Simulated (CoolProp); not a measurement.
Vapour-liquid equilibrium of diethyl ether (1) + acetone (2) at 143.75 °C; x and y are mole fractions of (1).

Values from CoolProp's multi-fluid Helmholtz-energy mixture model, Thol 2014 and Lemmon 2006; pair parameters Bell 2016.

```csv
x,"bubble pressure, mixture model (MPa)","bubble pressure, Raoult's law (MPa)","y, mixture model","y, Raoult's law"
0.05,1.059,1.038,0.084,0.077
0.2,1.204,1.126,0.295,0.283
0.35,1.333,1.213,0.458,0.460
0.5,1.440,1.301,0.590,0.612
0.65,1.522,1.389,0.706,0.746
0.8,1.577,1.477,0.821,0.863
0.95,1.597,1.564,0.950,0.968
```

The largest gap from Raoult's law is +10.7 % in bubble pressure, at x = 0.5. y crosses x between x = 0.8 and 0.95: the model has an azeotrope there.

The pair parameters rest on a limited set of measurements; away from them the model extrapolates.
